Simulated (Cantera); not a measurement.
What does this Cantera script print?

```python
import numpy as np
import cantera as ct

surf = ct.Interface("ptcombust.yaml", "Pt_surf")
gas = surf.adjacent["gas"]
gas.TPX = 1175, 101325, {'CH4': 0.0025, 'O2': 0.14, 'N2': 0.79}
surf.TP = 1175, 101325
reactor = ct.FlowReactor(gas, clone=False)
reactor.area = 0.0001  # m2
reactor.surface_area_to_volume_ratio = 200  # 1/m
reactor.mass_flow_rate = 0.058 * reactor.area * gas.density  # inlet velocity 0.058 m/s
reactor.energy_enabled = False
wall = ct.ReactorSurface(surf, reactor, clone=False)
net = ct.ReactorNet([reactor])
net.rtol, net.atol = 1e-8, 1e-16
show, cover = ['CH4', 'O2', 'H2O', 'CO2', 'CO'], ['PT(S)', 'H(S)', 'O(S)', 'OH(S)', 'CO(S)', 'C(S)']

rows = []
print(f"{'z/m':>9s}{'u/(m/s)':>9s}" + "".join(f"{s:>13s}" for s in show + cover))
for z in [0.00012, 0.0002, 0.00034, 0.00057, 0.00095, 0.0016, 0.0026, 0.0044, 0.0074, 0.012]:
    net.advance(z)
    rows.append([reactor.speed, *gas[show].X, *surf[cover].coverages])
    print(f"{z:9.4g}{rows[-1][0]:9.3g}" + "".join(f"{x:13.4e}" for x in rows[-1][1:]))
```

Result:

```
      z/m  u/(m/s)          CH4           O2          H2O          CO2           CO        PT(S)         H(S)         O(S)        OH(S)        CO(S)         C(S)
  0.00012    0.058   2.3554e-03   1.4949e-01   6.4111e-04   3.1545e-04   2.6151e-06   3.6368e-01   4.3113e-07   6.3598e-01   3.4161e-04   2.0193e-06   2.6809e-08
   0.0002    0.058   2.1557e-03   1.4911e-01   1.0291e-03   5.0619e-04   2.4304e-06   3.6376e-01   5.3575e-07   6.3581e-01   4.2445e-04   1.8540e-06   2.4554e-08
  0.00034    0.058   1.8397e-03   1.4850e-01   1.6375e-03   8.0316e-04   2.1743e-06   3.6390e-01   6.6781e-07   6.3557e-01   5.2883e-04   1.5968e-06   2.0981e-08
  0.00057    0.058   1.4057e-03   1.4767e-01   2.4669e-03   1.2051e-03   1.9303e-06   3.6410e-01   8.1454e-07   6.3525e-01   6.4449e-04   1.2562e-06   1.6060e-08
  0.00095    0.058   8.8235e-04   1.4667e-01   3.4752e-03   1.6940e-03   1.7511e-06   3.6437e-01   9.6396e-07   6.3486e-01   7.6183e-04   8.5861e-07   1.0104e-08
   0.0016    0.058   3.8876e-04   1.4567e-01   4.4702e-03   2.1924e-03   1.1651e-06   3.6465e-01   1.0923e-06   6.3448e-01   8.6218e-04   4.2914e-07   4.4624e-09
   0.0026    0.058   1.0957e-04   1.4507e-01   5.0715e-03   2.5080e-03   4.5095e-07   3.6482e-01   1.1634e-06   6.3426e-01   9.1758e-04   1.3671e-07   1.2596e-09
   0.0044    0.058   1.1125e-05   1.4484e-01   5.3041e-03   2.6364e-03   8.0518e-08   3.6489e-01   1.1898e-06   6.3417e-01   9.3817e-04   1.8308e-08   1.2795e-10
   0.0074    0.058   2.4231e-07   1.4480e-01   5.3423e-03   2.6613e-03   1.9257e-08   3.6491e-01   1.1942e-06   6.3415e-01   9.4152e-04   2.6269e-09   2.7873e-12
    0.012    0.058   8.1724e-10   1.4479e-01   5.3525e-03   2.6706e-03   8.1382e-09   3.6491e-01   1.1953e-06   6.3414e-01   9.4242e-04   1.0366e-09   9.4021e-15
```

Detailed kinetics in Cantera: Deutschmann's 1995 Pt surface mechanism with GRI-Mech 3.0 gas chemistry. Catalytic surfaces can have several steady states; this one follows from the mechanism file's or the stated starting coverage. Mass transfer to the wall is taken as infinitely fast.
